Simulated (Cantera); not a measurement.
Charge: 1 mol FeS₂, 11 mol H₂, 1.3 mol N₂, at 1.00 bar.

Cantera equilibrium calculation (NASA polynomials, part measured and part estimated; ideal gas, pure solids and liquids). Candidate condensed phases: Fe, FeS, FeS₂, S; 16 gas species. FeS: taken at fixed stoichiometry. Equilibrium is a limit: real reactors are often held back by kinetics, nucleation or transport.

Q: At 1575 °C, list the 7 most abundant gas species with their mole fractions, and the condensed phases.

A: H₂ 0.821, N₂ 0.105, H₂S 0.0630, S₂ 0.00689, SH 0.00373, H 0.000480, S 8.99e-5. Condensed: FeS(l).
